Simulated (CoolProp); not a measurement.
Properties of 1-butene along the isobar 2310 kPa.

Values from CoolProp's reference Helmholtz-energy equation of state, Lemmon 2005. It is a short technical equation, of lower accuracy than the large ones.

| T (°C) | phase | cp (kJ/(kg K)) | Joule-Thomson coefficient (K/MPa) | fugacity coefficient |
|---|---|---|---|---|
| 126.95 | gas | 2.606 | 15.60 | 0.7705 |
| 139.45 | gas | 2.465 | 13.07 | 0.7934 |
| 151.95 | gas | 2.404 | 11.26 | 0.8131 |
| 164.35 | gas | 2.380 | 9.893 | 0.8302 |
| 176.85 | gas | 2.376 | 8.792 | 0.8454 |
| 189.35 | gas | 2.385 | 7.890 | 0.8588 |
| 201.85 | gas | 2.401 | 7.137 | 0.8708 |
| 214.35 | gas | 2.424 | 6.497 | 0.8816 |
| 226.85 | gas | 2.449 | 5.948 | 0.8913 |
| 239.35 | gas | 2.478 | 5.471 | 0.9000 |
| 251.85 | gas | 2.508 | 5.053 | 0.9080 |
